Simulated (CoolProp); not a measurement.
Vapour-liquid equilibrium of ethanol (1) + toluene (2) at 401.9 K; x and y are mole fractions of (1).

Computed with CoolProp (multi-fluid Helmholtz-energy mixture model, Schroeder 2014 and Lemmon 2006; pair parameters Bell 2016).

```
x      bubble pressure (MPa)  y at the bubble point  dew pressure at overall composition x (MPa)  liquid density (mol/L)
-----  ---------------------  ---------------------  -------------------------------------------  ----------------------
0.05                  0.2469                  0.344                                       0.1736                   8.398
0.125                 0.3345                  0.534                                       0.1880                   8.639
0.2                   0.3922                  0.618                                       0.2049                   8.905
0.275                 0.4304                  0.665                                       0.2249                   9.201
0.35                  0.4565                  0.695                                       0.2490                   9.530
0.425                 0.4756                  0.719                                       0.2784                   9.899
0.5                   0.4909                  0.740                                       0.3150                   10.31
0.575                 0.5043                  0.761                                       0.3611                   10.78
0.65                  0.5168                  0.785                                       0.4182                   11.30
0.725                 0.5284                  0.814                                       0.4804                   11.89
0.8                   0.5388                  0.850                                       0.5234                   12.55
0.875                 0.5472                  0.895                                       0.5440                   13.29
0.95                  0.5522                  0.953                                       0.5521                   14.13
```

No azeotrope shows between x = 0.05 and 0.95.

Pair parameters are fitted to limited data, so mixtures are less certain than the pure fluids. With so large a gap from Raoult's law the liquid may split in two, which this calculation doesn't test in full.
